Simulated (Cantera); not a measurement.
## Silicon etching in halogen gases: Si + HCl + H₂

Charge: 1 mol Si, 8.3 mol HCl, 28 mol H₂, held at 10000 Pa.

Cantera equilibrium calculation (NASA polynomials, part measured and part estimated; ideal gas, pure solids and liquids). Candidate condensed phases: Si; 19 gas species. The tables' values for SiCl₃ are old estimates; treat these amounts as uncertain. Kinetics and transport are ignored.

```json
[
 {"T (K)": "750", "x H₂": "0.850", "x HCl": "0.122", "x SiCl₄": "0.0282", "x SiCl₂": "3.40e-11", "x SiHCl₃": "8.91e-5", "x SiCl₃": "7.21e-8", "x SiH₂Cl₂": "2.06e-8"},
 {"T (K)": "825", "x H₂": "0.850", "x HCl": "0.122", "x SiCl₄": "0.0281", "x SiCl₂": "2.76e-9", "x SiHCl₃": "0.000242", "x SiCl₃": "9.37e-7", "x SiH₂Cl₂": "1.76e-7"},
 {"T (K)": "900", "x H₂": "0.849", "x HCl": "0.122", "x SiCl₄": "0.0278", "x SiCl₂": "1.05e-7", "x SiHCl₃": "0.000547", "x SiCl₃": "7.81e-6", "x SiH₂Cl₂": "1.02e-6"},
 {"T (K)": "975", "x H₂": "0.849", "x HCl": "0.123", "x SiCl₄": "0.0272", "x SiCl₂": "2.21e-6", "x SiHCl₃": "0.00107", "x SiCl₃": "4.61e-5", "x SiH₂Cl₂": "4.44e-6"},
 {"T (K)": "1050", "x H₂": "0.848", "x HCl": "0.124", "x SiCl₄": "0.0262", "x SiCl₂": "2.91e-5", "x SiHCl₃": "0.00186", "x SiCl₃": "0.000205", "x SiH₂Cl₂": "1.51e-5"},
 {"T (K)": "1125", "x H₂": "0.846", "x HCl": "0.126", "x SiCl₄": "0.0245", "x SiCl₂": "0.000254", "x SiHCl₃": "0.00285", "x SiCl₃": "0.000710", "x SiH₂Cl₂": "4.09e-5"},
 {"T (K)": "1200", "x H₂": "0.842", "x HCl": "0.130", "x SiCl₄": "0.0211", "x SiCl₂": "0.00147", "x SiHCl₃": "0.00371", "x SiCl₃": "0.00188", "x SiH₂Cl₂": "8.54e-5"},
 {"T (K)": "1275", "x H₂": "0.833", "x HCl": "0.139", "x SiCl₄": "0.0154", "x SiCl₂": "0.00532", "x SiHCl₃": "0.00372", "x SiCl₃": "0.00355", "x SiH₂Cl₂": "0.000125"}
]
```
x: gas mole fraction; nothing condenses.

From 750 K to 1275 K nothing is condensed. The main Si-bearing gas is SiCl₄ throughout.
